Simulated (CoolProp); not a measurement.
trans-2-butene along the isotherm 465.1 K: density (kg/m³) from the reference equation and from simpler models built on Tc = 428.6 K, pc = 4.019 MPa, ω = 0.210; each cubic takes its own stable root.

Values from CoolProp's reference Helmholtz-energy equation of state, Lemmon 2005. It is a short technical equation, of lower accuracy than the large ones.

```
p (MPa)          phase  reference  van der Waals  Redlich-Kwong  Peng-Robinson
-------  -------------  ---------  -------------  -------------  -------------
2.87               gas      53.19          52.50          53.25          54.06
5.74     supercritical      175.3          193.9          178.8          172.1
8.61     supercritical      331.6          265.2          295.7            ___
11.5     supercritical      381.3          292.3          341.8          363.2
14.4     supercritical      409.2            ___          371.2          399.3
17.2     supercritical      428.3          322.5          392.5          424.9
20.1     supercritical        ___          332.9          410.1            ___
23       supercritical      456.6          341.6          424.9          463.4
25.8     supercritical      467.1          348.8            ___          477.8
28.7     supercritical      476.7          355.3            ___          490.8
31.6     supercritical      485.3          361.1          458.2          502.3
34.4     supercritical      492.7          366.1          466.8          512.3
37.3     supercritical      499.8            ___          474.9            ___
40.2     supercritical      506.3          375.1          482.4          530.3
```

Task: Some entries are withheld; supply them.

Result: 
- 8.61, Peng-Robinson: 305.2
- 14.4, van der Waals: 309.9
- 20.1, reference: 443.8
- 20.1, Peng-Robinson: 446.0
- 25.8, Redlich-Kwong: 437.1
- 28.7, Redlich-Kwong: 448.2
- 37.3, van der Waals: 370.8
- 37.3, Peng-Robinson: 521.7
